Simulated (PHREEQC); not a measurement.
Make-up at 30 °C: 2.9 mmol/kgw HF, 0.17 mmol/kgw NH4F and 0.0022 mmol/kgw H4SiO4. Closed to the air; pH follows from the charge balance.

The numbers come from PHREEQC with the ion-association model, phreeqc.dat.

Precipitation was switched off in this run.

**Question.** Estimate the pH, ionic strength.

**Answer.** pH 3.00; ionic strength 0.00120 mol/kgw.

**Question.** In which forms is F present?

**Answer.** HF 60 %, F- 39 %, HF2- 0.6 % of the F.

SiF6-2 is the database's only silicon fluoride.
